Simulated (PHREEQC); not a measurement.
A solution holds 0.0053 mol TMAH, 0.00017 mol Na2SiO3 and 0.18 mol K3PO4 per kg of water, at 35 °C. Closed to the air; pH follows from the charge balance.

Model: ion-association model, phreeqc.dat, run in PHREEQC.

Each row changes one thing in this solution. Precipitation was switched off in this run.

| case | pH | ionic strength (mol/kgw) | PO4-3 (mol/kgw) | HPO4-2 (mol/kgw) | KHPO4- (mol/kgw) | H3SiO4- (mol/kgw) | SI of Quartz (SiO2) |
|---|---|---|---|---|---|---|---|
| as made | 11.91 | 1.03 | 0.156 | 0.0205 | 0.00318 | 0.000127 | -2.49 |
| diluted 2-fold with water | 11.83 | 0.500 | 0.0704 | 0.0178 | 0.00181 | 6.81e-5 | (withheld) |
| temperature from 35 to 60 °C | (withheld) | 0.999 | (withheld) | 0.0337 | 0.00487 | 0.000122 | -2.63 |
| temperature from 35 to 25 °C | 12.13 | (withheld) | (withheld) | 0.0157 | 0.00251 | 0.000130 | -2.42 |
| K3PO4 from 0.18 to 0.27 mol/kgw | 11.94 | 1.56 | 0.243 | 0.0226 | 0.00460 | 0.000122 | -2.55 |

**Question.** Some entries are withheld; supply them.

**Answer.** 
- diluted 2-fold with water, SI of Quartz (SiO2): -2.65
- temperature from 35 to 60 °C, pH: 11.41
- temperature from 35 to 60 °C, PO4-3 (mol/kgw): 0.141
- temperature from 35 to 25 °C, ionic strength (mol/kgw): 1.04
- temperature from 35 to 25 °C, PO4-3 (mol/kgw): 0.162

The ionic strength passes 0.7 mol/kgw, the rough limit of the ion-association models, in as made; temperature from 35 to 60 °C; temperature from 35 to 25 °C; K3PO4 from 0.18 to 0.27 mol/kgw. Species that the database lacks are ignored. (CH3)4N+ isn't in the database: it is added as a free cation with an ion size of 4 Å. At this temperature some constants are extrapolated from 25 °C, and those without enthalpy data are left unchanged.
